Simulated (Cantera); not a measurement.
Input (Python, Cantera) and output of one run.

```python
import numpy as np
import cantera as ct

gas_names = """
    CL CL2 H HCL H2 N NH NH2 NH3 N2 N2H2 N2H4 Si SiCL SiCL2 SiCL3 SiCL4 SiH SiHCL3 SiH2 SiH2CL2 SiH3
    SiH3CL SiH4 SiN Si2 Si2N Si3
""".split()
cond_names = """
    NH4CL(a) NH4CL(b) Si(cr) Si(L) Si3N4(a)
""".split()


# ... load() reads the species with a 1 bar reference pressure and builds the phases ...
atoms = {
    'SiH2Cl2': {'Si': 1, 'H': 2, 'CL': 2},
    'N2': {'N': 2},
}
top_T = {'Si3N4(a)': 2400}  # K; cautious upper limits of use, not melting points


# ... equilibrate(T, P, feed) seeds the gas with the atoms and calls Mixture.equilibrate('TP', solver="vcs", rtol=1e-11, max_steps=5000) ...
results = []
feed = {'SiH2Cl2': 1, 'N2': 2.1}  # mol
T = 1375  # K
for P in [5, 36, 260, 1900, 14000, 100000]:
    mix = equilibrate(T, P, feed)
    results.append((T, P, feed, dict(zip(mix.species_names, mix.species_moles))))

top = {s: max(r[3][s] / sum(r[3][g] for g in gas_names) for r in results) for s in gas_names}
cols = sorted((s for s in top if top[s] > 1e-05), key=lambda s: -top[s])[:7]
seen = [c for c in cond_names if any(r[3].get(c, 0) > 1e-12 for r in results)]
print("log10 of partial pressures in bar; condensed amounts in mol")
print(f"{'P/Pa':>10s}" + "".join(f"{s[:9]:>10s}" for s in cols + seen))
for T, P, feed, n in results:
    ng = sum(n[g] for g in gas_names)
    print(f"{P:10.4g}" + "".join(f"{np.log10(max(n[s] / ng * P / 1e5, 1e-99)):10.3f}" for s in cols)
          + "".join(f"{n.get(c, 0):10.4g}" for c in seen))
```

Output:

```
log10 of partial pressures in bar; condensed amounts in mol
      P/Pa        N2       HCL        H2     SiCL2     SiCL4     SiCL3    SiHCL3  Si3N4(a)
         5    -4.618    -5.027    -5.081    -5.096    -7.848    -6.803    -9.098     0.123
        36    -3.772    -4.011    -4.317    -4.393    -5.880    -5.468    -7.380     0.178
       260    -2.919    -3.066    -3.517    -3.871    -4.266    -4.399    -5.912     0.229
      1900    -2.053    -2.187    -2.640    -3.566    -3.079    -3.654    -4.728    0.2526
   1.4e+04    -1.181    -1.339    -1.734    -3.359    -2.084    -3.053    -3.674    0.2547
     1e+05    -0.322    -0.518    -0.838    -3.185    -1.162    -2.505    -2.678    0.2497
```

Method: chemical equilibrium by Gibbs-energy minimisation in Cantera with the NASA 1993 tables (ideal gas, pure condensed phases). N2 is the only nitrogen source here; it is nearly inert below about 1500 K, so the nitride shown seldom forms there in practice. The tables' values for SiCl3, SiCl are old estimates; treat these amounts as uncertain.
